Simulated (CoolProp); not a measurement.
A single-stage vapour-compression cycle with the fluoroketone C6F12O (FK-5-1-12): evaporating at 311.15 K (dew point), condensing at 376.15 K (bubble point), superheat 5 K, subcooling 2 K, compressor efficiency 0.6, no pressure losses. Each further row changes one setting.

Values from CoolProp's reference Helmholtz-energy equation of state, McLinden 2015.

```tsv
case	cooling COP	pressure ratio	discharge temperature (K)	refrigerating effect (kJ/kg)	volumetric capacity (kJ/m³)
as stated	[?]	7.09	376.1	23.2	199
evaporating temperature 316.15 K	1.37	5.89	376.1	27.4	[?]
condensing temperature 371.15 K	1.40	6.27	371.2	29.2	250
subcooling 7 K	[?]	7.09	376.1	29.2	250
superheat 15 K	[?]	7.09	376.1	32.2	265
compressor efficiency 0.5	0.892	7.09	376.1	23.2	199
```

**Question.** Complete the blanks.

**Answer.** 
- as stated, cooling COP: 1.07
- evaporating temperature 316.15 K, volumetric capacity (kJ/m³): 279
- subcooling 7 K, cooling COP: 1.35
- superheat 15 K, cooling COP: 1.33

The compression ends wet for: as stated; evaporating temperature 316.15 K; condensing temperature 371.15 K; subcooling 7 K; superheat 15 K; compressor efficiency 0.5.
